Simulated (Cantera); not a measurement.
Charge: 1 mol Al₂O₃, 1 mol HCl, held at 1.00 bar.

Method: chemical equilibrium by Gibbs-energy minimisation in Cantera with the NASA 1993 tables (ideal gas, pure condensed phases). Candidate condensed phases: Al, AlCl₃, Al₂O₃, H₂O; 29 gas species. The tables' values for AlCl₂ are old estimates; treat these amounts as uncertain. Condensed phases not in the tables: AlOCl. Gases not in the tables: Al(OH)₃. Rates play no part.

x: gas mole fraction; n: condensed amount in mol.

| T (K) | x HCl | x H₂O | x AlCl₃ | x Cl | x H₂ | x Cl₂ | x H | n Al₂O₃(s) |
|---|---|---|---|---|---|---|---|---|
| 873 | 1.000 | 0.000170 | 0.000113 | 4.51e-8 | 1.06e-6 | 1.03e-6 | <1e-12 | 1.000 |
| 948 | 0.999 | 0.000343 | 0.000229 | 2.89e-7 | 2.99e-6 | 2.85e-6 | <1e-12 | 1.000 |
| 1023 | 0.999 | 0.000622 | 0.000414 | 1.40e-6 | 7.37e-6 | 6.67e-6 | 1.12e-11 | 1.000 |
| 1098 | 0.998 | 0.00104 | 0.000690 | 5.46e-6 | 1.64e-5 | 1.37e-5 | 1.00e-10 | 1.000 |
| 1173 | 0.997 | ? | ? | ? | ? | ? | ? | 0.999 |
| 1248 | 0.996 | 0.00237 | 0.00158 | 4.91e-5 | 6.57e-5 | 4.11e-5 | 3.78e-9 | 0.999 |
| 1323 | 0.994 | ? | ? | ? | ? | ? | ? | 0.999 |
| 1398 | 0.992 | 0.00448 | 0.00299 | 0.000262 | 0.000218 | 8.74e-5 | 6.99e-8 | 0.999 |
| 1473 | 0.989 | 0.00585 | 0.00390 | 0.000522 | 0.000377 | 0.000116 | 2.46e-7 | 0.998 |
| 1548 | 0.986 | 0.00741 | 0.00494 | 0.000967 | 0.000629 | 0.000146 | 7.72e-7 | 0.998 |
| 1623 | 0.982 | 0.00917 | 0.00611 | 0.00168 | 0.00102 | 0.000178 | 2.20e-6 | 0.997 |
| 1698 | 0.977 | 0.0111 | 0.00740 | 0.00276 | 0.00159 | 0.000211 | 5.76e-6 | 0.996 |
| 1773 | 0.971 | 0.0132 | 0.00878 | 0.00433 | 0.00240 | 0.000243 | 1.39e-5 | 0.996 |

### Question
Some entries are withheld; supply them.

### Answer

- 1323, x H₂O: 0.00332
- 1323, x AlCl₃: 0.00221
- 1323, x Cl: 0.000120
- 1323, x H₂: 0.000122
- 1323, x Cl₂: 6.22e-5
- 1323, x H: 1.75e-8
- 1173, x H₂O: 0.00161
- 1173, x AlCl₃: 0.00107
- 1173, x Cl: 1.77e-5
- 1173, x H₂: 3.38e-5
- 1173, x Cl₂: 2.49e-5
- 1173, x H: 6.85e-10
